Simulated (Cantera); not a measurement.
Feed: 1 mol SiH₄, a varied amount of Cl₂, 35 mol H₂, equilibrated at 777 °C and 10.0 Torr.

Method: chemical equilibrium by Gibbs-energy minimisation in Cantera with the NASA 1993 tables (ideal gas, pure condensed phases). Candidate condensed phases: Si; 19 gas species. Kinetics and transport are ignored.

What share of the Si ends up in condensed phases as a function of n(Cl₂) (mol), at 0.11, 0.14, 0.19, 0.25, 0.33, 0.43, 0.56, 0.74?


| n(Cl₂) (mol) | Si condensed (%) | as |
|---|---|---|
| 0.11 | 99.6 | Si(s) |
| 0.14 | 99.3 | Si(s) |
| 0.19 | 98.6 | Si(s) |
| 0.25 | 97.3 | Si(s) |
| 0.33 | 95.2 | Si(s) |
| 0.43 | 92.0 | Si(s) |
| 0.56 | 87.1 | Si(s) |
| 0.74 | 79.8 | Si(s) |
